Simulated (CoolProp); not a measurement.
Vapour-liquid equilibrium of n-heptane (1) + p-xylene (2) at 47.5 kPa; x and y are mole fractions of (1).

The numbers come from the multi-fluid Helmholtz-energy mixture model, Span 2003 and Zhou 2012; pair parameters Bell 2016 in CoolProp.

Give the bubble temperature and the first vapour's composition at x = 0.05, 0.8, 0.95. Is there an azeotrope?

x = 0.05: 107.7 °C, y = 0.170; x = 0.8: 78.6 °C, y = 0.923; x = 0.95: 75.5 °C, y = 0.982. No azeotrope shows between x = 0.05 and 0.95.

The pair parameters rest on a limited set of measurements; away from them the model extrapolates.
